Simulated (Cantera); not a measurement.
Thermodynamics of boron, boron nitride and boron oxide, feed B + NH3 + N2

Feed: 1 mol B, 12 mol NH3, 14 mol N2, at 42.0 Pa.

Method: chemical equilibrium by Gibbs-energy minimisation in Cantera with the NASA 1993 tables (ideal gas, pure condensed phases). Candidate condensed phases: B, BN; 15 gas species. The tables' values for BH2 are old estimates; treat these amounts as uncertain. Equilibrium is a limit: real reactors are often held back by kinetics, nucleation or transport.

| T (K) | x N2 | x H2 | x H | x B | x BH2 | x BH | x BN | x N | n BN(s) | n B(s) |
|---|---|---|---|---|---|---|---|---|---|---|
| 1673 | 0.519 | 0.477 | 0.00384 | 1.84e-8 | 9.25e-7 | 2.51e-9 | 8.28e-10 | 1.13e-10 | 1.000 | 0 |
| 1748 | 0.518 | 0.474 | 0.00768 | 2.21e-7 | 3.59e-6 | 2.06e-8 | 7.59e-9 | 4.95e-10 | 1.000 | 0 |
| 1823 | 0.516 | 0.469 | 0.0145 | 2.15e-6 | 1.24e-5 | 1.41e-7 | 5.78e-8 | 1.92e-9 | 0.999 | 0 |
| 1898 | 0.513 | 0.461 | 0.0259 | 1.75e-5 | 3.85e-5 | 8.30e-7 | 3.74e-7 | 6.69e-9 | 0.998 | 0 |
| 1973 | 0.509 | 0.447 | 0.0440 | 0.000122 | 0.000108 | 4.23e-6 | 2.10e-6 | 2.11e-8 | 0.991 | 0 |
| 2048 | 0.507 | 0.421 | 0.0709 | 0.000692 | 0.000258 | 1.77e-5 | 9.80e-6 | 6.17e-8 | 0 | 0.961 |
| 2123 | 0.496 | 0.392 | 0.110 | 0.00218 | 0.000356 | 4.18e-5 | 2.55e-5 | 1.65e-7 | 0 | 0.895 |
| 2198 | 0.481 | 0.351 | 0.161 | 0.00634 | 0.000461 | 9.09e-5 | 6.15e-5 | 4.12e-7 | 0 | 0.711 |
| 2273 | 0.458 | 0.300 | 0.224 | 0.0171 | 0.000554 | 0.000182 | 0.000139 | 9.57e-7 | 0 | 0.213 |
| 2348 | 0.437 | 0.244 | 0.298 | 0.0212 | 0.000303 | 0.000165 | 0.000145 | 2.11e-6 | 0 | 0 |
x: gas mole fraction; n: condensed amount in mol.

From 1673 K to 1973 K the condensed part is BN(s). From 2048 K to 2273 K the condensed part is B(s). At 2348 K nothing is condensed.
